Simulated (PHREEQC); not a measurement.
Solution (25 °C): 0.25 mol/kgw NaH2PO4 and 0.0006 mol/kgw Na2SO4. Closed to the air; pH follows from the charge balance.

Computed with PHREEQC (ion-association model, phreeqc.dat).

The pH is 4.38. The ionic strength is 0.252 mol/kgw and the activity of water is 0.991. The specific conductance comes out as 15900 µS/cm and the density is 1.019 g/cm³.

```
species  molality  activity   log γ
-------  --------  --------  ------
Na+         0.251     0.185  -0.132
H2PO4-      0.248     0.181  -0.135
H3PO4     0.00106   0.00112   0.025
HPO4-2   0.000978  0.000269  -0.562
SO4-2    0.000447  0.000120  -0.572
NaSO4-   0.000152  0.000111  -0.135
NaHPO4-  0.000132   9.68e-5  -0.135
H+        5.32e-5   4.19e-5  -0.103
HSO4-     6.63e-7   4.89e-7  -0.132
```

No solid was allowed to form. Species that the database lacks are ignored.
